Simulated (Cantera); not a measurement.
A Cantera script and what it prints.

```python
import numpy as np
import cantera as ct

gas_names = """
    CL CLF CLF3 CL2 F F2 H HCL HF H2 H2F2 H3F3 H4F4 H5F5 H6F6 H7F7 Li LiCL LiF LiH Li2 Li2CL2 Li2F2
    Li3CL3 Li3F3
""".split()
cond_names = """
    Li(cr) Li(L) LiCL(s) LiCL(L) LiF(s) LiF(L) LiH(s) LiH(L)
""".split()


# ... load() reads the species with a 1 bar reference pressure and builds the phases ...
atoms = {
    'LiCl': {'Li': 1, 'CL': 1},
    'HF': {'H': 1, 'F': 1},
    'H2': {'H': 2},
}
top_T = {}  # K; cautious upper limits of use, not melting points


# ... equilibrate(T, P, feed) seeds the gas with the atoms and calls Mixture.equilibrate('TP', solver="vcs", rtol=1e-11, max_steps=5000) ...
results = []
feed = {'LiCl': 1, 'HF': 0.29, 'H2': 170}  # mol
T = 2100  # K
P = 10000  # Pa
mix = equilibrate(T, P, feed)
results.append((T, P, feed, dict(zip(mix.species_names, mix.species_moles))))
print(gas.report(threshold=1e-05))
for i in range(1, mix.n_phases):
    print(f"{mix.phase(i).name:16s} {mix.phase_moles(i):12.5e} mol")
```

It prints:

```
       temperature   2100 K
          pressure   10000 Pa
           density   0.0013001 kg/m^3
  mean mol. weight   2.27 kg/kmol
   phase of matter   gas

                          1 kg             1 kmol
                     ---------------   ---------------
          enthalpy        2.5139e+07        5.7064e+07  J
   internal energy        1.7447e+07        3.9604e+07  J
           entropy             92720        2.1047e+05  J/K
    Gibbs function       -1.6957e+08       -3.8493e+08  J
 heat capacity c_p             15154             34400  J/K
 heat capacity c_v             11491             26085  J/K

                      mass frac. Y      mole frac. X     chem. pot. / RT
                     ---------------   ---------------   ---------------
                CL        0.00015874        1.0165e-05           -29.663
                 H         0.0043353         0.0097629           -10.979
               HCL          0.022312         0.0013892           -40.642
                HF          0.010478         0.0011889           -49.461
                H2           0.87198           0.98184           -21.958
                Li         0.0027311         0.0008933           -19.626
              LiCL          0.082304         0.0044074           -49.289
               LiF         0.0056572        0.00049509           -58.108
               LiH        3.8547e-05        1.1009e-05           -30.605
     [  +16 minor]        2.0114e-06        6.2674e-08

Li(L)             0.00000e+00 mol
LiF(L)            0.00000e+00 mol
LiH(L)            0.00000e+00 mol
```

Cantera equilibrium calculation (NASA polynomials, part measured and part estimated; ideal gas, pure solids and liquids).
